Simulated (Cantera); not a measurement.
Thermodynamics of abatement and gas-phase synthesis, feed H2O + H2

Feed: 1 mol H2O, 0.069 mol H2, held at 2600000 Pa.

Cantera equilibrium calculation (NASA polynomials, part measured and part estimated; ideal gas, pure solids and liquids). Candidate condensed phases: H2O; 22 gas species. Ions and electrons are included (thermal ionisation). Kinetics and transport are ignored.

```json
[
 {"T (°C)": "1727", "x H2O": "0.935", "x H": "8.10e-5", "x O": "1.08e-7", "x H2": "0.0646", "x OH": "0.000117", "x O2": "6.72e-7"},
 {"T (°C)": "1977", "x H2O": "0.934", "x H": "0.000371", "x O": "3.17e-6", "x H2": "0.0648", "x OH": "0.000803", "x O2": "1.92e-5"},
 {"T (°C)": "2227", "x H2O": "0.929", "x H": "0.00127", "x O": "4.65e-5", "x H2": "0.0662", "x OH": "0.00369", "x O2": "0.000268"},
 {"T (°C)": "2477", "x H2O": "0.909", "x H": "0.00361", "x O": "0.000384", "x H2": "0.0724", "x OH": "0.0122", "x O2": "0.00194"},
 {"T (°C)": "2727", "x H2O": "0.863", "x H": "0.00925", "x O": "0.00189", "x H2": "0.0893", "x OH": "0.0297", "x O2": "0.00721"},
 {"T (°C)": "2977", "x H2O": "0.782", "x H": "0.0216", "x O": "0.00625", "x H2": "0.117", "x OH": "0.0570", "x O2": "0.0163"},
 {"T (°C)": "3227", "x H2O": "0.669", "x H": "0.0450", "x O": "0.0159", "x H2": "0.151", "x OH": "0.0918", "x O2": "0.0271"},
 {"T (°C)": "3477", "x H2O": "0.533", "x H": "0.0842", "x O": "0.0336", "x H2": "0.183", "x OH": "0.128", "x O2": "0.0372"},
 {"T (°C)": "3727", "x H2O": "0.391", "x H": "0.142", "x O": "0.0611", "x H2": "0.205", "x OH": "0.158", "x O2": "0.0438"},
 {"T (°C)": "3977", "x H2O": "0.260", "x H": "0.216", "x O": "0.0979", "x H2": "0.210", "x OH": "0.172", "x O2": "0.0452"},
 {"T (°C)": "4227", "x H2O": "0.156", "x H": "0.300", "x O": "0.140", "x H2": "0.195", "x OH": "0.167", "x O2": "0.0415"},
 {"T (°C)": "4477", "x H2O": "0.0846", "x H": "0.384", "x O": "0.183", "x H2": "0.167", "x OH": "0.147", "x O2": "0.0342"},
 {"T (°C)": "4727", "x H2O": "0.0424", "x H": "0.459", "x O": "0.221", "x H2": "0.133", "x OH": "0.119", "x O2": "0.0259"}
]
```
x: gas mole fraction; nothing condenses.

From 1727 °C to 4727 °C nothing is condensed.
